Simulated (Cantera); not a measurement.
A closed system holds: 1 mol AlN, 4.7 mol H2, held at 2450 °C and 150 Pa.

Cantera equilibrium calculation (NASA polynomials, part measured and part estimated; ideal gas, pure solids and liquids). Candidate condensed phases: Al, AlN; 13 gas species. Rates play no part.

Question: What is the equilibrium state?

Answer: 
| Item | Value |
|---|---|
| x(H) | 0.666 |
| x(H2) | 0.173 |
| x(Al) | 0.107 |
| x(N2) | 0.0538 |
| x(AlH) | 0.000151 |
| x(N) | 1.17e-5 |
| gas amount | 9.291 mol |
| log10 activity of Al(l) (absent) | -3.65 |
